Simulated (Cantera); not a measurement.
A Cantera script and what it prints.

```python
import numpy as np
import cantera as ct

gas_names = """
    CL CL2 H HCL H2 Si SiCL SiCL2 SiCL3 SiCL4 SiH SiHCL3 SiH2 SiH2CL2 SiH3 SiH3CL SiH4 Si2 Si3
""".split()
cond_names = """
    Si(cr) Si(L)
""".split()


# ... load() reads the species with a 1 bar reference pressure and builds the phases ...
atoms = {
    'Si': {'Si': 1},
    'HCl': {'H': 1, 'CL': 1},
}
top_T = {}  # K; cautious upper limits of use, not melting points


# ... equilibrate(T, P, feed) seeds the gas with the atoms and calls Mixture.equilibrate('TP', solver="vcs", rtol=1e-11, max_steps=5000) ...
results = []
feed = {'Si': 1, 'HCl': 1.1}  # mol
T = 925  # K
P = 770  # Pa
mix = equilibrate(T, P, feed)
results.append((T, P, feed, dict(zip(mix.species_names, mix.species_moles))))
print(gas.report(threshold=0.001))
for i in range(1, mix.n_phases):
    print(f"{mix.phase(i).name:16s} {mix.phase_moles(i):12.5e} mol")
```

Result:

```
       temperature   925 K
          pressure   770 Pa
           density   0.0058252 kg/m^3
  mean mol. weight   58.183 kg/kmol
   phase of matter   gas

                          1 kg             1 kmol
                     ---------------   ---------------
          enthalpy       -3.1934e+06        -1.858e+08  J
   internal energy       -3.3256e+06       -1.9349e+08  J
           entropy            5264.7        3.0631e+05  J/K
    Gibbs function       -8.0632e+06       -4.6914e+08  J
 heat capacity c_p            949.77             55260  J/K
 heat capacity c_v            806.87             46946  J/K

                      mass frac. Y      mole frac. X     chem. pot. / RT
                     ---------------   ---------------   ---------------
               HCL          0.013549          0.021623           -44.787
                H2          0.022189           0.64039           -22.627
             SiCL2         0.0017932          0.001054           -70.454
             SiCL3         0.0065358         0.0028286           -103.93
             SiCL4           0.87985           0.30133            -137.4
            SiHCL3          0.075483          0.032426           -115.24
     [  +13 minor]        0.00059583        0.00034354

Si(cr)            7.21617e-01 mol
```

Cantera equilibrium calculation (NASA polynomials, part measured and part estimated; ideal gas, pure solids and liquids). The tables' values for SiCl3 are old estimates; treat these amounts as uncertain.
